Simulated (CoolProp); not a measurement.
Saturation properties of decamethyltetrasiloxane (MD2M).

Model: reference Helmholtz-energy equation of state, Thol 2017, in CoolProp.

| T (K) | p (MPa) | liquid density (kg/m³) | vapour Z | surface tension (mN/m) |
|---|---|---|---|---|
| 464.1 | 0.09302 | 671.4 | 0.9310 | 5.59 |
| 479 | 0.1325 | 652.3 | 0.9098 | 4.74 |
| 493.9 | 0.1839 | 632.0 | 0.8845 | 3.94 |
| 508.8 | 0.2492 | 610.4 | 0.8545 | 3.18 |
| 523.7 | 0.3311 | 587.1 | 0.8189 | 2.47 |
| 538.6 | 0.4321 | 561.5 | 0.7766 | 1.81 |
| 553.6 | 0.5565 | 532.6 | 0.7248 | 1.21 |
| 568.5 | 0.7069 | 498.5 | 0.6592 | 0.697 |
| 583.4 | 0.8907 | 453.0 | 0.5664 | 0.276 |

It boils at 467.6 K under 1 atm.

Surface tension comes from a separate correlation (Mulero 2014), older than this fluid's equation and unchecked against measurements.
